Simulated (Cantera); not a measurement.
What does this Cantera script print?

```python
import numpy as np
import cantera as ct

gas_names = """
    B BCL BCL2 BCL3 BH BH2 BH3 BN B2 CL CL2 H HCL H2 N NH NH2 NH3 N2 N2H2 N2H4
""".split()
cond_names = """
    B(b) B(L) BN(s) NH4CL(a) NH4CL(b)
""".split()


# ... load() reads the species with a 1 bar reference pressure and builds the phases ...
atoms = {
    'BN': {'B': 1, 'N': 1},
    'HCl': {'H': 1, 'CL': 1},
    'H2': {'H': 2},
}
top_T = {'BN(s)': 3200}  # K; cautious upper limits of use, not melting points


# ... equilibrate(T, P, feed) seeds the gas with the atoms and calls Mixture.equilibrate('TP', solver="vcs", rtol=1e-11, max_steps=5000) ...
results = []
feed = {'BN': 1, 'HCl': 3, 'H2': 36}  # mol
for P in [1, 6.8, 46, 320, 2200, 15000, 100000]:
    for T in [723, 873, 1023, 1173, 1323, 1473, 1623, 1773, 1923, 2073]:
        mix = equilibrate(T, P, feed)
        results.append((T, P, feed, dict(zip(mix.species_names, mix.species_moles))))

for T, P, feed, n in results:
    print(f"{T:7g} {P:10.4g}  " + (" + ".join(c for c in cond_names if n.get(c, 0) > 1e-12) or "gas only"))
```

Output:

```
    723          1  BN(s)
    873          1  BN(s)
   1023          1  BN(s)
   1173          1  BN(s)
   1323          1  BN(s)
   1473          1  BN(s)
   1623          1  B(b) + BN(s)
   1773          1  gas only
   1923          1  gas only
   2073          1  gas only
    723        6.8  BN(s)
    873        6.8  BN(s)
   1023        6.8  BN(s)
   1173        6.8  BN(s)
   1323        6.8  BN(s)
   1473        6.8  BN(s)
   1623        6.8  BN(s)
   1773        6.8  B(b)
   1923        6.8  gas only
   2073        6.8  gas only
    723         46  BN(s)
    873         46  BN(s)
   1023         46  BN(s)
   1173         46  BN(s)
   1323         46  BN(s)
   1473         46  BN(s)
   1623         46  BN(s)
   1773         46  BN(s)
   1923         46  gas only
   2073         46  gas only
    723        320  BN(s)
    873        320  BN(s)
   1023        320  BN(s)
   1173        320  BN(s)
   1323        320  BN(s)
   1473        320  BN(s)
   1623        320  BN(s)
   1773        320  BN(s)
   1923        320  B(b) + BN(s)
   2073        320  gas only
    723       2200  BN(s)
    873       2200  BN(s)
   1023       2200  BN(s)
   1173       2200  BN(s)
   1323       2200  BN(s)
   1473       2200  BN(s)
   1623       2200  BN(s)
   1773       2200  BN(s)
   1923       2200  BN(s)
   2073       2200  B(b)
    723    1.5e+04  BN(s)
    873    1.5e+04  BN(s)
   1023    1.5e+04  BN(s)
   1173    1.5e+04  BN(s)
   1323    1.5e+04  BN(s)
   1473    1.5e+04  BN(s)
   1623    1.5e+04  BN(s)
   1773    1.5e+04  BN(s)
   1923    1.5e+04  BN(s)
   2073    1.5e+04  BN(s)
    723      1e+05  BN(s)
    873      1e+05  BN(s)
   1023      1e+05  BN(s)
   1173      1e+05  BN(s)
   1323      1e+05  BN(s)
   1473      1e+05  BN(s)
   1623      1e+05  BN(s)
   1773      1e+05  BN(s)
   1923      1e+05  BN(s)
   2073      1e+05  BN(s)
```

Cantera equilibrium calculation (NASA polynomials, part measured and part estimated; ideal gas, pure solids and liquids). Mutual solubility and eutectic melting of coexisting phases are not modelled. The tables' values for BCl2 are old estimates.
